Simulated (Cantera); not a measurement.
# Premixed flame

A freely propagating, adiabatic, planar premixed flame of H2 : O2 : N2 = 1 : 0.385 : 1.5 (molar parts), equivalence ratio 1.3, unburnt at 625 K and 5.00 bar; mixture-averaged transport, grid criteria slope 0.08 and curve 0.16, no radiation.

Model: the H2/O2 subset of GRI-Mech 3.0, which has no nitrogen chemistry, integrated in Cantera. The hydrogen kinetics of GRI-Mech 3.0 are dated; newer H2 mechanisms differ, most at raised pressure. Burning velocities carry a grid error of a few per cent, more on coarse grids.

| z (mm) | T (K) | u (m/s) | x H2 | x O2 | x H2O2 | x OH | x O | x H2O |
|---|---|---|---|---|---|---|---|---|
| -0.176 | 625 | 9.11 | 0.347 | 0.133 | <1e-8 | <1e-8 | <1e-8 | <1e-8 |
| -0.117 | 625 | 9.11 | 0.347 | 0.133 | <1e-8 | <1e-8 | <1e-8 | <1e-8 |
| -0.0879 | 625 | 9.11 | 0.347 | 0.133 | <1e-8 | <1e-8 | <1e-8 | 2.57e-8 |
| -0.0586 | 625 | 9.11 | 0.346 | 0.134 | <1e-8 | <1e-8 | 1.25e-8 | 1.73e-6 |
| -0.0293 | 656 | 9.45 | 0.338 | 0.134 | 8.99e-6 | 5.10e-5 | 9.94e-6 | 0.00116 |
| -0.0146 | 923 | 12.9 | 0.297 | 0.128 | 5.35e-5 | 0.00118 | 0.000387 | 0.0254 |
| 0 | 1389 | 18.8 | 0.209 | 0.0910 | 1.66e-5 | 0.00380 | 0.00348 | 0.107 |
| 0.0146 | 1724 | 23.0 | 0.129 | 0.0410 | 4.09e-6 | 0.00893 | 0.00635 | 0.200 |
| 0.0293 | 1896 | 25.1 | 0.0985 | 0.0179 | 2.47e-6 | 0.0124 | 0.00643 | 0.241 |
| 0.0586 | 2063 | 27.1 | 0.0890 | 0.00781 | 1.42e-6 | 0.0144 | 0.00521 | 0.262 |
| 0.117 | 2218 | 28.8 | 0.0889 | 0.00464 | 8.50e-7 | 0.0137 | 0.00335 | 0.274 |
| 0.234 | 2348 | 30.2 | 0.0889 | 0.00260 | 5.42e-7 | 0.0114 | 0.00181 | 0.285 |
| 0.469 | 2442 | 31.2 | 0.0885 | 0.00127 | 3.38e-7 | 0.00850 | 0.000850 | 0.294 |
x: mole fraction of selected species; z is measured from the peak of heat release.

* **laminar burning velocity**: 911 cm/s
* **thermal thickness**: 0.0586 mm
* **peak x(H2O2)**: 5.38e-5
* **peak x(OH)**: 0.0144
* **peak x(O)**: 0.00657
* **grid points**: 115
